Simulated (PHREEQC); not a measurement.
0.017 g of hydrous ferric oxide (600 m²/g; 0.2 weak and 0.005 strong sites per Fe, Dzombak-Morel constants, diffuse double layer) in 1 kg of water with 0.1 mol/kgw of an inert sodium salt and 6.1e-05 mol/kgw BaCl2, 1.3e-07 mol/kgw CuCl2 and 9.6e-08 mol/kgw Na2SO4, at 25 °C; the pH is set by adding NaOH or the inert anion's acid. Oxygen is held at 0.21 atm. No CO2 enters from the air. Nothing may precipitate in this run.

The numbers come from PHREEQC with the ion-association model, wateq4f.dat.

Predict Cu sorbed (%), S sorbed (%) at pH = 4, 6, 9.


```
pH  Cu sorbed (%)  S sorbed (%)
--  -------------  ------------
4             0.2          78.7
6            84.5           8.0
9            96.1           0.0
```

The database's constant for dissolved Cu(OH)2 is higher than later reviews accept. The oxide is taken as insoluble; below pH 4 it would dissolve.
